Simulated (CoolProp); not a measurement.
The fluid at 263.8 K and 0.241 MPa is compressed adiabatically to 0.897 MPa with isentropic efficiency 0.7. The same conditions are run with several fluids, on thermodynamics alone (safety and materials aside).

Values from CoolProp's reference Helmholtz-energy equation of state of each fluid (CH2F2 (R32): Tillner-Roth 1997; C2F6 (R116): Lemmon 2006; R404A: Lemmon 2003; oxygen: Schmidt 1985; nitrogen: Span 2000). Blends and air are pseudo-pure fits.

| fluid | work (kJ/kg) | final temperature (K) | final density (kg/m³) |
|---|---|---|---|
| CH2F2 (R32) | 85.4 | 367.7 | 16.1 |
| C2F6 (R116) | 29.6 | 308.1 | 53.0 |
| R404A | 41.0 | 319.9 | 37.6 |
| oxygen | 156 | 431.6 | 7.99 |
| nitrogen | 178 | 435.1 | 6.92 |

Above 300 K oxygen's equation is extrapolated.
